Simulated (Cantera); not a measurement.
An isothermal plug-flow reactor at 1150 K and 2.70 bar (inlet), inlet velocity 2.9 m/s, active area per volume 1200 1/m; feed CH₄ : O₂ : N₂ = 0.0038 : 0.1 : 0.79 (molar parts).

Detailed kinetics in Cantera: Deutschmann's 1995 Pt surface mechanism with GRI-Mech 3.0 gas chemistry. Catalytic surfaces can have several steady states; this one follows from the mechanism file's or the stated starting coverage. Mass transfer to the wall is taken as infinitely fast.

x: gas mole fraction; θ: surface coverage.

| z (m) | x CH₄ | x O₂ | x H₂O | x CO₂ | x CO | θ free Pt | θ O* | θ OH* |
|---|---|---|---|---|---|---|---|---|
| 0.00014 | 0.00421 | 0.112 | [?] | 4.19e-5 | 3.05e-6 | 0.293 | 0.707 | 0.000276 |
| 0.0003 | 0.00416 | 0.112 | [?] | 9.22e-5 | 3.59e-6 | 0.293 | 0.707 | 0.000349 |
| 0.00064 | 0.00405 | 0.111 | [?] | 0.000198 | 3.59e-6 | 0.293 | 0.707 | 0.000465 |
| 0.0014 | 0.00382 | 0.111 | [?] | 0.000426 | 3.40e-6 | 0.293 | 0.706 | 0.000648 |
| 0.003 | 0.00337 | 0.110 | [?] | 0.000864 | 3.01e-6 | 0.293 | 0.706 | 0.000902 |
| 0.0064 | 0.00258 | 0.109 | [?] | 0.00163 | 2.34e-6 | 0.294 | 0.705 | 0.00123 |
| 0.014 | 0.00140 | 0.106 | [?] | 0.00277 | 1.38e-6 | 0.295 | 0.704 | 0.00160 |

Question: Fill in the missing entries.

Answer: 
- 0.00014, x H₂O: 9.01e-5
- 0.0003, x H₂O: 0.000192
- 0.00064, x H₂O: 0.000404
- 0.0014, x H₂O: 0.000860
- 0.003, x H₂O: 0.00174
- 0.0064, x H₂O: 0.00330
- 0.014, x H₂O: 0.00560
